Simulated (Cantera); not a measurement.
A closed system holds: 1 mol Al(CH3)3, 4 mol N2O, 17 mol N2, held at 6500 Pa.

Cantera equilibrium calculation (NASA polynomials, part measured and part estimated; ideal gas, pure solids and liquids). Candidate condensed phases: Al, AlN, Al2O3, C, C6H6, C7H8, C8H18, H2O; 148 gas species. The feed counts by its element totals alone. Kinetics and transport are ignored. All values below are at 477 °C.

Base state: N2 0.786, H2 0.139, CO 0.0255, CO2 0.0235, H2O 0.0210, CH4 0.00404, NH3 1.53e-5 (mole fractions); condensed: Al2O3(s) + C(graphite).

What changes in the equilibrium state with this change: N2 from 17 to 1.9 mol?


```tsv
species	before	after
N2	0.786	0.523
H2	0.139	0.294
H2O	0.0210	0.0688
CH4	0.00404	0.0180
CO2	0.0235	0.0566
CO	0.0255	0.0396
NH3	1.53e-5	3.83e-5
Al2O3(s), mol	0.500	0.500
C(graphite), mol	1.58	1.71
```
